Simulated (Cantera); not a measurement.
A Cantera script and what it prints.

```python
import numpy as np
import cantera as ct

gas_names = """
    CL CL2 H HCL H2 Si SiCL SiCL2 SiCL3 SiCL4 SiH SiHCL3 SiH2 SiH2CL2 SiH3 SiH3CL SiH4 Si2 Si3
""".split()
cond_names = """
    Si(cr) Si(L)
""".split()


# ... load() reads the species with a 1 bar reference pressure and builds the phases ...
atoms = {
    'SiCl4': {'Si': 1, 'CL': 4},
    'Cl2': {'CL': 2},
    'H2': {'H': 2},
}
top_T = {}  # K; cautious upper limits of use, not melting points


# ... equilibrate(T, P, feed) seeds the gas with the atoms and calls Mixture.equilibrate('TP', solver="vcs", rtol=1e-11, max_steps=5000) ...
results = []
T = 1723.15  # K
P = 133.322  # Pa
for m in [3.4, 5.2, 7, 8.8, 11, 12, 14, 16, 18]:
    feed = {'SiCl4': 1, 'Cl2': 0.018, 'H2': m}  # mol
    mix = equilibrate(T, P, feed)
    results.append((T, P, feed, dict(zip(mix.species_names, mix.species_moles))))
    x = sorted(zip(gas.X, gas.species_names), reverse=True)
    print(f"T = {T:g} K  P = {P:g} Pa  n(H2) = {m:g} mol  gas = {mix.phase_moles(0):.4g} mol")
    print("   x: " + "  ".join(f"{s} {v:.3e}" for v, s in x if v > 0.001))
    print("   condensed (mol): " + ("  ".join(f"{mix.phase(i).name} {mix.phase_moles(i):.4g}"
          for i in range(1, mix.n_phases) if mix.phase_moles(i) > 1e-12) or "none"))
```

It prints:

```
T = 1723.15 K  P = 133.322 Pa  n(H2) = 3.4 mol  gas = 5.427 mol
   x: H2 4.395e-01  HCL 3.708e-01  SiCL2 1.810e-01  H 3.315e-03  SiCL3 2.658e-03  CL 2.167e-03
   condensed (mol): none
T = 1723.15 K  P = 133.322 Pa  n(H2) = 5.2 mol  gas = 7.235 mol
   x: H2 5.771e-01  HCL 2.795e-01  SiCL2 1.362e-01  H 3.799e-03  CL 1.425e-03  SiCL3 1.316e-03
   condensed (mol): none
T = 1723.15 K  P = 133.322 Pa  n(H2) = 7 mol  gas = 9.042 mol
   x: H2 6.599e-01  HCL 2.244e-01  SiCL2 1.090e-01  H 4.063e-03  CL 1.070e-03
   condensed (mol): none
T = 1723.15 K  P = 133.322 Pa  n(H2) = 8.8 mol  gas = 10.85 mol
   x: H2 7.152e-01  HCL 1.875e-01  SiCL2 9.077e-02  H 4.229e-03
   condensed (mol): none
T = 1723.15 K  P = 133.322 Pa  n(H2) = 11 mol  gas = 13.06 mol
   x: H2 7.620e-01  HCL 1.564e-01  SiCL2 7.523e-02  H 4.366e-03
   condensed (mol): none
T = 1723.15 K  P = 133.322 Pa  n(H2) = 12 mol  gas = 14.06 mol
   x: H2 7.784e-01  HCL 1.455e-01  SiCL2 6.975e-02  H 4.412e-03
   condensed (mol): none
T = 1723.15 K  P = 133.322 Pa  n(H2) = 14 mol  gas = 16.07 mol
   x: H2 8.050e-01  HCL 1.278e-01  SiCL2 6.084e-02  H 4.487e-03
   condensed (mol): none
T = 1723.15 K  P = 133.322 Pa  n(H2) = 16 mol  gas = 18.08 mol
   x: H2 8.257e-01  HCL 1.140e-01  SiCL2 5.387e-02  H 4.544e-03
   condensed (mol): none
T = 1723.15 K  P = 133.322 Pa  n(H2) = 18 mol  gas = 20.09 mol
   x: H2 8.406e-01  HCL 1.064e-01  SiCL2 4.659e-02  H 4.585e-03
   condensed (mol): Si(L) 0.0364
```

These are equilibrium values from Cantera (NASA tables, ideal gas, pure condensed phases), not measurements of a reactor. The tables' values for SiCl3, SiCl are old estimates; treat these amounts as uncertain. Gases not in the tables: Si2H6 and higher silanes.
